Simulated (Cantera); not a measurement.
# Abatement and gas-phase synthesis: N₂O + H₂O + N₂ + H₂

Input: 1 mol N₂O, 3.1 mol H₂O, 2 mol N₂, 1.8 mol H₂, equilibrated at 101000 Pa.

These are equilibrium values from Cantera (NASA tables, ideal gas, pure condensed phases), not measurements of a reactor. Candidate condensed phases: H₂O; 24 gas species. Equilibrium is a limit: real reactors are often held back by kinetics, nucleation or transport.

| T (K) | log p H₂O | log p N₂ | log p H₂ | log p H | log p OH | log p O | log p O₂ | log p NO |
|---|---|---|---|---|---|---|---|---|
| 2248 | -0.28 | -0.42 | -0.99 | -2.63 | -2.75 | -4.55 | -4.21 | -3.78 |
| 2348 | -0.28 | -0.42 | -0.99 | -2.40 | -2.46 | -4.05 | -3.72 | -3.44 |
| 2448 | -0.29 | -0.42 | -0.98 | -2.19 | -2.21 | -3.60 | -3.29 | -3.14 |
| 2548 | -0.30 | -0.42 | -0.97 | -2.00 | -1.98 | -3.19 | -2.90 | -2.87 |
| 2648 | -0.31 | -0.43 | -0.96 | -1.81 | -1.78 | -2.82 | -2.57 | -2.64 |
| 2748 | -0.33 | -0.43 | -0.93 | -1.63 | -1.60 | -2.51 | -2.30 | -2.44 |
| 2848 | -0.36 | -0.44 | -0.90 | -1.47 | -1.46 | -2.23 | -2.08 | -2.28 |
| 2948 | -0.40 | -0.45 | -0.87 | -1.31 | -1.33 | -1.98 | -1.91 | -2.14 |
| 3048 | -0.45 | -0.47 | -0.84 | -1.16 | -1.23 | -1.77 | -1.79 | -2.03 |
| 3148 | -0.51 | -0.48 | -0.81 | -1.02 | -1.15 | -1.58 | -1.69 | -1.94 |
log p: log10 of the partial pressure in bar; nothing condenses.

From 2248 K to 3148 K nothing is condensed.
